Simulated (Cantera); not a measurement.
Cantera run:

```python
import numpy as np
import cantera as ct

gas_names = [...]  # 110 gases of nasa_gas.yaml made of C, H, O
cond_names = """
    C(gr) C6H6(L) C7H8(L) C8H18(L),n-octa H2O(s) H2O(L)
""".split()


# ... load() reads the species with a 1 bar reference pressure and builds the phases ...
atoms = {
    'C2H5OH': {'C': 2, 'H': 6, 'O': 1},
    'H2O': {'H': 2, 'O': 1},
    'H2': {'H': 2},
}
top_T = {'C(gr)': 4500}  # K; cautious upper limits of use, not melting points


# ... equilibrate(T, P, feed) seeds the gas with the atoms and calls Mixture.equilibrate('TP', solver="vcs", rtol=1e-11, max_steps=5000) ...
results = []
feed = {'C2H5OH': 1, 'H2O': 0.071, 'H2': 8.1}  # mol
T = 1075  # K
P = 1333.22  # Pa
mix = equilibrate(T, P, feed)
results.append((T, P, feed, dict(zip(mix.species_names, mix.species_moles))))
x = sorted(zip(gas.X, gas.species_names), reverse=True)
print(f"T = {T:g} K  P = {P:g} Pa  gas = {mix.phase_moles(0):.4g} mol")
print("   x: " + "  ".join(f"{s} {v:.3e}" for v, s in x if v > 1e-05))
print("   condensed (mol): " + ("  ".join(f"{mix.phase(i).name} {mix.phase_moles(i):.4g}"
      for i in range(1, mix.n_phases) if mix.phase_moles(i) > 1e-12) or "none"))
```

Result:

```
T = 1075 K  P = 1333.22 Pa  gas = 12.23 mol
   x: H2 9.120e-01  CO 8.738e-02  CH4 5.001e-04  H2O 1.343e-04  CO2 1.384e-05
   condensed (mol): C(gr) 0.9247
```

These are equilibrium values from Cantera (NASA tables, ideal gas, pure condensed phases), not measurements of a reactor.
